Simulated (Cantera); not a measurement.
A Cantera script and what it prints.

```python
import numpy as np
import cantera as ct

gas_names = """
    NO NbO2 OH NH3
""".split()
cond_names = """
    Nb2O5(s) Nb2O5(L)
""".split()


# ... load() reads the species with a 1 bar reference pressure and builds the phases ...
species = {s.name: s for s in load("nasa_gas.yaml", gas_names) + load("nasa_condensed.yaml", cond_names)}
# Each term lists the table entries of one substance; the one whose range holds T is used.
reactions = {
    'NO(g) + 8 NbO2(g) + 3 OH(g) = NH3(g) + 4 Nb2O5':
        [(-1, ['NO']), (-8, ['NbO2']), (-3, ['OH']), (1, ['NH3']), (4, ['Nb2O5(s)', 'Nb2O5(L)'])],
}


def pick(names, T):
    return next(species[n] for n in names if species[n].thermo.min_temp <= T <= species[n].thermo.max_temp)


results = []
for label, terms in reactions.items():
    print(label)
    print("     T/K   dH/kJ  dS/(J/K)   dG/kJ   log10 K")
    for T in [300, 1875, 1925, 1975, 2025, 2075, 2125, 2175, 2225, 2275, 2325]:
        used = [(nu, pick(names, T)) for nu, names in terms]
        dH = sum(nu * s.thermo.h(T) for nu, s in used) / 1e6
        dS = sum(nu * s.thermo.s(T) for nu, s in used) / 1e3
        dG = dH - T * dS / 1e3
        logK = -dG * 1e6 / (ct.gas_constant * T * np.log(10))
        results.append((label, T, dH, dS, dG, logK, [s.name for _, s in used]))
        print(f"{T:8g} {dH:8.1f} {dS:8.1f} {dG:8.1f} {logK:8.2f}")
```

Result:

```
NO(g) + 8 NbO2(g) + 3 OH(g) = NH3(g) + 4 Nb2O5
     T/K   dH/kJ  dS/(J/K)   dG/kJ   log10 K
     300  -6253.3  -2202.4  -5592.5   973.73
    1875  -5534.1  -1660.4  -2420.9    67.44
    1925  -5512.1  -1648.8  -2338.2    63.45
    1975  -5490.1  -1637.5  -2256.0    59.67
    2025  -5468.2  -1626.5  -2174.4    56.09
    2075  -5446.2  -1615.8  -2093.4    52.70
    2125  -5424.3  -1605.4  -2012.9    49.48
    2175  -5402.4  -1595.2  -1932.8    46.42
    2225  -5380.4  -1585.2  -1853.3    43.51
    2275  -5358.5  -1575.5  -1774.3    40.74
    2325  -5336.7  -1566.0  -1695.8    38.10
```

Cantera with NASA thermochemical tables; ideal gases at 1 bar, condensed phases pure. Condensed species are held in their standard states even where they would react or evaporate.
